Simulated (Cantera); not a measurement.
A diamond (100) surface in a fixed gas of H2 with x(CH4) = 0.0089, x(H) = 0.0032, x(CH3) = 9.9e-05, 0.0109 atm; coverages are run to steady state.

Computed with Cantera and the Harris–Goodwin 1993 mechanism for the reconstructed diamond (100) surface.

One state of this run: growth (µm/h) = 0.127; θ c6HH = 0.392; θ c6H* = 0.0486; θ c6*H = 0.519; θ c6** = 0.0399; θ c6HM = 4.83e-5. θ: site fractions in the mechanism's names (c6HH fully hydrogenated, c6H* and c6*H radical sites, c6** diradical, c6HM methylated).

**Question.** Which value of T (K) does it belong to?
(A) 1050
(B) 1300
(C) 1200
(D) 1400

**Answer.** B, 1300
